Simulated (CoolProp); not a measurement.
The numbers come from the reference Helmholtz-energy equation of state, Thol 2017 in CoolProp.

Task: For octamethyltrisiloxane (MDM), give the phase and the density (kg/m³), cp (kJ/(kg K)), isothermal compressibility (1/MPa) at 115.65 °C and 0.26 MPa; -79.05 °C and 0.44 MPa; 267.35 °C and 0.15 MPa.

Result: 
- 115.65 °C and 0.26 MPa: liquid; density 720, cp 2.01, isothermal compressibility 0.00427
- -79.05 °C and 0.44 MPa: liquid; density 918, cp 1.63, isothermal compressibility 0.000798
- 267.35 °C and 0.15 MPa: gas; density 8.25, cp 2.04, isothermal compressibility 6.98
